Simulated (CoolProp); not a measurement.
Properties of hexamethyldisiloxane (MM) along the isotherm 419 K (Tc = 518.7 K, pc = 19.31 bar, ω = 0.418).

Values from CoolProp's reference Helmholtz-energy equation of state, Thol 2016.

```tsv
p (bar)	phase	cv (kJ/(kg K))	isothermal compressibility (1/MPa)	expansivity (1/kK)	fugacity coefficient
0.305	gas	1.765	33.19	2.490	0.9882
0.493	gas	1.767	20.69	2.558	0.9809
0.797	gas	1.770	12.97	2.674	0.9691
1.29	gas	1.776	8.206	2.885	0.9499
2.08	gas	1.785	5.315	3.294	0.9193
3.36	liquid	1.848	0.009189	2.385	0.8349
5.43	liquid	1.848	0.008981	2.351	0.5248
8.77	liquid	1.847	0.008668	2.300	0.3332
14.2	liquid	1.846	0.008210	2.225	0.2144
22.9	liquid	1.845	0.007581	2.120	0.1419
37	liquid	1.843	0.006765	1.980	0.09747
59.8	liquid	1.841	0.005795	1.806	0.07126
96.6	liquid	1.839	0.004746	1.607	0.05749
```
